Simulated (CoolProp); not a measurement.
o-xylene along the isotherm 620 K: Z from the reference equation and from simpler models built on Tc = 630.3 K, pc = 3737 kPa, ω = 0.312; each cubic takes its own stable root.

The numbers come from the reference Helmholtz-energy equation of state, Zhou 2012 in CoolProp.

```csv
p (kPa),phase,reference
1870,gas,0.7698
3740,liquid,0.1693
5610,liquid,0.2262
7470,liquid,0.2862
9340,liquid,0.3459
11200,liquid,0.4043
13100,liquid,0.4631
14900,liquid,0.5180
16800,liquid,0.5751
18700,liquid,0.6316
```

Task: How far does each simpler model (van der Waals, Redlich-Kwong, Soave-Redlich-Kwong, Peng-Robinson) lie from the reference over these 10 states: mean and median of the absolute difference, and the worst?

Result: 
- van der Waals: mean 44.3 %, median 46.2 %, worst +61.7 % at 620 K and 3740 kPa
- Redlich-Kwong: mean 16.3 %, median 15.2 %, worst +30.8 % at 620 K and 3740 kPa
- Soave-Redlich-Kwong: mean 15.2 %, median 14.6 %, worst +26.5 % at 620 K and 3740 kPa
- Peng-Robinson: mean 4.1 %, median 2.7 %, worst +13.6 % at 620 K and 3740 kPa
